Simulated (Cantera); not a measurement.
A Cantera script and what it prints.

```python
import numpy as np
import cantera as ct

gas_names = [...]  # 169 gases of nasa_gas.yaml made of C, H, N, O
cond_names = """
    C(gr) C6H6(L) C7H8(L) C8H18(L),n-octa H2O(s) H2O(L)
""".split()


# ... load() reads the species with a 1 bar reference pressure and builds the phases ...
atoms = {
    'CO': {'C': 1, 'O': 1},
    'H2O': {'H': 2, 'O': 1},
    'N2': {'N': 2},
    'NH3': {'N': 1, 'H': 3},
}
top_T = {'C(gr)': 4500}  # K; cautious upper limits of use, not melting points


# ... equilibrate(T, P, feed) seeds the gas with the atoms and calls Mixture.equilibrate('TP', solver="vcs", rtol=1e-11, max_steps=5000) ...
results = []
feed = {'CO': 1, 'H2O': 0.051, 'N2': 0.89, 'NH3': 1.4}  # mol
P = 870000  # Pa
for T in [2000, 2250, 2500, 2750, 3000, 3250, 3500, 3750, 4000, 4250, 4500, 4750, 5000]:
    mix = equilibrate(T, P, feed)
    results.append((T, P, feed, dict(zip(mix.species_names, mix.species_moles))))

top = {s: max(r[3][s] / sum(r[3][g] for g in gas_names) for r in results) for s in gas_names}
cols = sorted((s for s in top if top[s] > 1e-05), key=lambda s: -top[s])[:6]
seen = [c for c in cond_names if any(r[3].get(c, 0) > 1e-12 for r in results)]
print("log10 of partial pressures in bar; condensed amounts in mol")
print(f"{'T/K':>10s}" + "".join(f"{s[:9]:>10s}" for s in cols + seen))
for T, P, feed, n in results:
    ng = sum(n[g] for g in gas_names)
    print(f"{T:10.4g}" + "".join(f"{np.log10(max(n[s] / ng * P / 1e5, 1e-99)):10.3f}" for s in cols)
          + "".join(f"{n.get(c, 0):10.4g}" for c in seen))
```

Result:

```
log10 of partial pressures in bar; condensed amounts in mol
       T/K         H        H2        N2        CO       H2O         O
      2000    -2.496     0.586     0.465     0.261    -1.069    -8.370
      2250    -1.836     0.585     0.465     0.261    -1.063    -6.892
      2500    -1.308     0.583     0.464     0.261    -1.061    -5.708
      2750    -0.877     0.576     0.462     0.259    -1.063    -4.738
      3000    -0.521     0.561     0.457     0.255    -1.075    -3.930
      3250    -0.226     0.535     0.450     0.247    -1.102    -3.250
      3500     0.018     0.493     0.438     0.235    -1.158    -2.679
      3750     0.215     0.429     0.421     0.219    -1.262    -2.212
      4000     0.371     0.338     0.400     0.198    -1.436    -1.853
      4250     0.489     0.218     0.376     0.175    -1.695    -1.600
      4500     0.574     0.070     0.354     0.154    -2.028    -1.437
      4750     0.631    -0.099     0.334     0.135    -2.407    -1.335
      5000     0.667    -0.282     0.318     0.121    -2.795    -1.259
```

Method: chemical equilibrium by Gibbs-energy minimisation in Cantera with the NASA 1993 tables (ideal gas, pure condensed phases).
